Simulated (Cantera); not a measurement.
Input: 1 mol SiF₄, 0.34 mol N₂, held at 1775 °C and 0.133 bar.

Equilibrium computed with Cantera from the NASA thermochemical tables; the gas is ideal and each condensed phase is pure. Candidate condensed phases: Si, Si₃N₄; 16 gas species. The tables' values for SiF₃ are old estimates; treat these amounts as uncertain. Equilibrium is a limit: real reactors are often held back by kinetics, nucleation or transport.

Base state: SiF₄ 0.745, N₂ 0.254, F 0.000638, SiF₃ 0.000638 (mole fractions); condensed: gas only.

Task: What changes in the equilibrium state with this change: SiF₄ replaced by SiH₄?

Result: 
| species | before | after |
|---|---|---|
| H₂ | 0 | 0.849 |
| N₂ | 0.254 | 0.145 |
| H | 0 | 0.00565 |
| SiF₄ | 0.745 | 0 |
| Si | <1e-9 | 0.000567 |
| F | 0.000638 | 0 |
| SiF₃ | 0.000638 | 0 |
| SiH₂ | 0 | 0.000118 |
| SiH | 0 | 0.000116 |
| Si₂N | <1e-9 | 2.30e-5 |
| Si(l), mol | 0 | 0.998 |
The tables' values for SiN are old estimates; treat these amounts as uncertain. Gases not in the tables: Si₂H₆ and higher silanes.

Task: What changes in the equilibrium state with this change: SiF₄ replaced by SiH₂Cl₂?

Result: 
```json
[
 {"species": "H₂", "before": "0", "after": "0.321"},
 {"species": "SiCl₂", "before": "0", "after": "0.308"},
 {"species": "HCl", "before": "0", "after": "0.209"},
 {"species": "SiF₄", "before": "0.745", "after": "0"},
 {"species": "N₂", "before": "0.254", "after": "0.145"},
 {"species": "SiCl₃", "before": "0", "after": "0.00809"},
 {"species": "H", "before": "0", "after": "0.00347"},
 {"species": "SiCl", "before": "0", "after": "0.00181"},
 {"species": "Cl", "before": "0", "after": "0.00167"},
 {"species": "Si(l), mol", "before": "0", "after": "0.253"}
]
```
The tables' values for SiCl₃, SiCl, SiN are old estimates; treat these amounts as uncertain. Gases not in the tables: Si₂H₆ and higher silanes. Further candidate phases: NH₄Cl.
